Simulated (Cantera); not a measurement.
Source: NASA polynomial tables (part measured, part estimated), evaluated in Cantera. Values are per mole of reaction as written; species without (g) are pure solids or liquids, kept so even where they would boil at 1 bar.

a) Sr + Cl2(g) = SrCl2
b) Si + Cl2(g) = SiCl2(g)
c) 0.6667 Al + Cl2(g) = 0.3333 Al2Cl6(g)
d) Mg + Cl2(g) = MgCl2(g)
e) 0.6667 Fe + Cl2(g) = 0.6667 FeCl3(g)

Question: Order these by ΔG° at 1648 K, most negative first.

Answer: a (-596 kJ), d (-414 kJ), c (-293 kJ), b (-227 kJ), e (-143 kJ)
